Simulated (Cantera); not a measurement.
Feed: 1 mol SiH2Cl2, 23 mol N2O, equilibrated at 673 K and 35.0 Pa.

Cantera equilibrium calculation (NASA polynomials, part measured and part estimated; ideal gas, pure solids and liquids). Candidate condensed phases: H2O, NH4Cl, Si, SiO2, Si2N2O, Si3N4; 47 gas species. The numbers say what is thermodynamically allowed, not how fast it happens.

Base state: N2 0.652, O2 0.292, HCl 0.0343, H2O 0.0112, Cl2 0.0112 (mole fractions); condensed: SiO2(α-quartz).

**Question.** What changes in the equilibrium state with this change: temperature from 673 K to 1600 K?

**Answer.** 
```json
[
 {"species": "N2", "before": "0.652", "after": "0.643"},
 {"species": "O2", "before": "0.292", "after": "0.286"},
 {"species": "HCl", "before": "0.0343", "after": "0.0310"},
 {"species": "Cl", "before": "1.60e-6", "after": "0.0250"},
 {"species": "Cl2", "before": "0.0112", "after": "1.81e-5"},
 {"species": "H2O", "before": "0.0112", "after": "0.0122"},
 {"species": "OH", "before": "<1e-9", "after": "0.000489"},
 {"species": "O", "before": "<1e-9", "after": "0.000415"},
 {"species": "NO", "before": "1.61e-7", "after": "0.00204"},
 {"species": "SiO2(α-quartz), mol", "before": "1.00", "after": "0"},
 {"species": "SiO2(β-quartz), mol", "before": "0", "after": "1.000"}
]
```
The tables hold silica as quartz up to 1696 K and as liquid above; real silica turns to tridymite and cristobalite and melts near 1996 K.

**Question.** What changes in the equilibrium state with this change: pressure from 35.0 Pa to 11.0 mbar?

**Answer.** 
```
species              before   after
-------------------  ------  ------
N2                    0.652   0.653
O2                    0.292   0.290
HCl                  0.0343  0.0224
Cl2                  0.0112  0.0172
H2O                  0.0112  0.0172
SiO2(α-quartz), mol    1.00    1.00
```
